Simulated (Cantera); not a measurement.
## Stirred combustor or abatement burner

A perfectly stirred reactor is fed with CO : H₂ : O₂ : N₂ = 1 : 0.047 : 0.523 : 1.97 (molar parts), at 5.00 bar; it is adiabatic with a 398 K inlet, and is followed from long to short residence time, starting on the burning branch (τ in s: 0.035, 0.013, 0.0051, 0.0019, 0.00072, 0.00027, 0.0001, 3.9e-05, 1.5e-05, 5.5e-06).

Computed with Cantera and GRI-Mech 3.0 (53 species, 325 reactions). The hydrogen kinetics of GRI-Mech 3.0 are dated; newer H2 mechanisms differ, most at raised pressure.

```tsv
τ (s)	T (K)	x CO	x H₂	x O₂	x NO	x HO₂
0.035	2468	0.0386	0.000306	0.0162	0.00457	1.15e-6
0.013	2445	0.0421	0.000336	0.0182	0.00373	1.33e-6
0.0051	2400	0.0487	0.000396	0.0218	0.00259	1.78e-6
0.0019	2318	0.0599	0.000502	0.0276	0.00137	3.04e-6
0.00072	2207	0.0742	0.000647	0.0344	0.000580	6.13e-6
0.00027	2066	0.0909	0.000812	0.0419	0.000240	1.28e-5
0.00010	1887	0.111	0.000965	0.0512	0.000119	2.59e-5
3.9e-5	398	0.282	0.0133	0.148	<1e-12	<1e-12
1.5e-5	398	0.282	0.0133	0.148	<1e-12	<1e-12
5.5e-6	398	0.282	0.0133	0.148	<1e-12	<1e-12
```
x: mole fraction; the columns are a selection and need not sum to one.
